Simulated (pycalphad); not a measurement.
Effect of Si content in Mg-Al-Si

Computed with pycalphad from the COST 507 light-alloy database (1999), at 1 atm. The database dates from 1999; later assessments differ in places, in temperatures and in the compounds included. Phase fractions are per mole of atoms.

```tsv
alloy	liquidus (°C)	first solid	solidus (°C)	phases at 477 °C
Mg-2.3Al-0.72Si (at.%)	631	HCP_A3	593	HCP_A3 0.98, MG2SI 0.02
Mg-2.3Al-0.96Si (at.%)	(withheld)	HCP_A3	593	(withheld)
Mg-2.3Al-1.44Si (at.%)	641	MG2SI	592	HCP_A3 0.96, MG2SI 0.04
Mg-2.3Al-1.92Si (at.%)	669	MG2SI	592	HCP_A3 0.94, MG2SI 0.06
Mg-2.3Al-2.88Si (at.%)	712	MG2SI	590	HCP_A3 0.91, MG2SI 0.09
```

Task: Fill in the missing entries.

Result: 
- Mg-2.3Al-0.96Si (at.%), liquidus (°C): 629
- Mg-2.3Al-0.96Si (at.%), phases at 477 °C: HCP_A3 0.97, MG2SI 0.03

Database names, with the compositions (at.%) that they take in these runs: MG2SI: Mg 67 Si 33. HCP_A3 is hcp.
